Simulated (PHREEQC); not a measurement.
## Ultrapure water in contact with air or piping (model solution)

Synthetic water in mmol/kgw, 25 °C, pH 6.09, pe 8: Na 0.000741; K 3.96e-05; Ca 0.000532; Mg 0.000284; Cl 0.000789; S(6) 0.000226; Alkalinity (meq/kgw) 0.00118; N(5) 2.5e-06; Si 6.65e-06; Zn 7.42e-06.

Valence states are taken as typed.

Equilibrium calculation in PHREEQC: ion-association model, phreeqc.dat.

Each row changes one thing in this solution. Precipitation was switched off in this run.

```json
[
 {"case": "as made", "ionic strength (mol/kgw)": "4.29e-6", "CO2 (mol/kgw)": "3.61e-6", "HCO3- (mol/kgw)": "1.98e-6", "CO3-2 (mol/kgw)": "1.15e-10", "CaSO4 (mol/kgw)": "2.10e-11", "HSO4- (mol/kgw)": "1.77e-11", "SI of Quartz (SiO2)": "-4.20"},
 {"case": "temperature from 25 to 75 °C at the same typed pH", "ionic strength (mol/kgw)": "4.29e-6", "CO2 (mol/kgw)": "2.96e-6", "HCO3- (mol/kgw)": "1.74e-6", "CO3-2 (mol/kgw)": "1.62e-10", "CaSO4 (mol/kgw)": "2.88e-11", "HSO4- (mol/kgw)": "6.29e-11", "SI of Quartz (SiO2)": "-4.83"},
 {"case": "all concentrations times 3 at the same typed pH", "ionic strength (mol/kgw)": "1.13e-5", "CO2 (mol/kgw)": "7.91e-6", "HCO3- (mol/kgw)": "4.34e-6", "CO3-2 (mol/kgw)": "2.54e-10", "CaSO4 (mol/kgw)": "1.87e-10", "HSO4- (mol/kgw)": "5.29e-11", "SI of Quartz (SiO2)": "-3.72"},
 {"case": "Zn from 7.42e-06 to 2.23e-05 mmol/kgw", "ionic strength (mol/kgw)": "4.32e-6", "CO2 (mol/kgw)": "3.61e-6", "HCO3- (mol/kgw)": "1.98e-6", "CO3-2 (mol/kgw)": "1.15e-10", "CaSO4 (mol/kgw)": "2.10e-11", "HSO4- (mol/kgw)": "1.77e-11", "SI of Quartz (SiO2)": "-4.20"}
]
```

Away from 25 °C the constants follow the database's enthalpies or fits; those with neither stay at their 25 °C values.
